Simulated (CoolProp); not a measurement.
Vapour-liquid equilibrium of propane (1) + isopentane (2) at 304.4 K; x and y are mole fractions of (1).

Model: multi-fluid Helmholtz-energy mixture model, Lemmon 2009 and Lemmon 2006; pair parameters Kunz 2012, in CoolProp.

**Question.** Give the bubble pressure and the first vapour's composition at x = 0.05, 0.55, 0.85. Is there an azeotrope?

**Answer.** x = 0.05: 170.4 kPa, y = 0.349; x = 0.55: 655.5 kPa, y = 0.896; x = 0.85: 948.6 kPa, y = 0.970. No azeotrope shows between x = 0.05 and 0.95.

Pair parameters are fitted to limited data, so mixtures are less certain than the pure fluids. The gap from Raoult's law changes sign with composition, which may be real or a fault of the pair parameters; it wasn't checked against measurements.
